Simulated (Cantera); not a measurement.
Charge: 1 mol Fe₂O₃, 33 mol Cl₂, 45 mol H₂, held at 0.00900 Torr.

Equilibrium computed with Cantera from the NASA thermochemical tables; the gas is ideal and each condensed phase is pure. Candidate condensed phases: Fe, FeCl₂, FeCl₃, FeO, Fe(OH)₂, Fe(OH)₃, Fe₂O₃, Fe₃O₄, H₂O; 22 gas species. The numbers say what is thermodynamically allowed, not how fast it happens.

x: gas mole fraction; nothing condenses.

```
T (°C)  x HCl   x H₂   x H₂O  x FeCl₂      x Cl       x H
------  -----  -----  ------  -------  --------  --------
727     0.795  0.141  0.0385   0.0256   1.29e-6   2.46e-7
777     0.795  0.141  0.0385   0.0256   4.52e-6   8.79e-7
827     0.795  0.141  0.0385   0.0256   1.41e-5   2.80e-6
877     0.795  0.141  0.0385   0.0256   4.01e-5   8.09e-6
927     0.795  0.141  0.0385   0.0256  0.000105   2.14e-5
977     0.794  0.141  0.0385   0.0256  0.000252   5.24e-5
1027    0.794  0.141  0.0384   0.0256  0.000569  0.000120
1077    0.793  0.141  0.0384   0.0256         ?         ?
1127    0.791  0.142  0.0384   0.0256   0.00243  0.000529
1177    0.788  0.142  0.0383   0.0255   0.00464   0.00103
1227    0.782  0.143  0.0382   0.0254   0.00846   0.00192
1277    0.773  0.145  0.0381   0.0251         ?         ?
1327    0.759  0.147  0.0378   0.0246    0.0245   0.00603
```

Task: Some entries are withheld; supply them.

Result: 
- 1077, x Cl: 0.00121
- 1077, x H: 0.000259
- 1277, x Cl: 0.0147
- 1277, x H: 0.00346
